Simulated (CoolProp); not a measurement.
Vapour-liquid equilibrium of R22 (1) + n-pentane (2) at 330.5 K; x and y are mole fractions of (1).

Model: multi-fluid Helmholtz-energy mixture model, Kamei 1995 and Thol 2019; pair parameters Bell 2016, in CoolProp.

```json
[
 {"x": "0.05", "bubble pressure (kPa)": "350.3", "y at the bubble point": "0.433", "dew pressure at overall composition x (kPa)": "209.3", "liquid density (mol/L)": "8.290"},
 {"x": "0.15", "bubble pressure (kPa)": "634.7", "y at the bubble point": "0.694", "dew pressure at overall composition x (kPa)": "234.2", "liquid density (mol/L)": "8.593"},
 {"x": "0.25", "bubble pressure (kPa)": "886.5", "y at the bubble point": "0.787", "dew pressure at overall composition x (kPa)": "265.4", "liquid density (mol/L)": "8.909"},
 {"x": "0.35", "bubble pressure (kPa)": "1104", "y at the bubble point": "0.836", "dew pressure at overall composition x (kPa)": "(withheld)", "liquid density (mol/L)": "9.238"},
 {"x": "0.45", "bubble pressure (kPa)": "1294", "y at the bubble point": "0.867", "dew pressure at overall composition x (kPa)": "360.8", "liquid density (mol/L)": "9.584"},
 {"x": "0.55", "bubble pressure (kPa)": "1464", "y at the bubble point": "0.891", "dew pressure at overall composition x (kPa)": "439.0", "liquid density (mol/L)": "(withheld)"},
 {"x": "0.65", "bubble pressure (kPa)": "1625", "y at the bubble point": "0.912", "dew pressure at overall composition x (kPa)": "(withheld)", "liquid density (mol/L)": "10.34"},
 {"x": "0.75", "bubble pressure (kPa)": "1791", "y at the bubble point": "0.932", "dew pressure at overall composition x (kPa)": "766.1", "liquid density (mol/L)": "10.76"},
 {"x": "0.85", "bubble pressure (kPa)": "(withheld)", "y at the bubble point": "0.955", "dew pressure at overall composition x (kPa)": "1182", "liquid density (mol/L)": "11.23"},
 {"x": "0.95", "bubble pressure (kPa)": "2177", "y at the bubble point": "0.983", "dew pressure at overall composition x (kPa)": "1930", "liquid density (mol/L)": "11.77"}
]
```

Fill in the missing entries.


- 0.35, dew pressure at overall composition x (kPa): 306.0
- 0.55, liquid density (mol/L): 9.949
- 0.65, dew pressure at overall composition x (kPa): 559.2
- 0.85, bubble pressure (kPa): 1972

No azeotrope shows between x = 0.05 and 0.95.

The pair parameters rest on a limited set of measurements; away from them the model extrapolates. The gap from Raoult's law changes sign with composition, which may be real or a fault of the pair parameters; it wasn't checked against measurements.
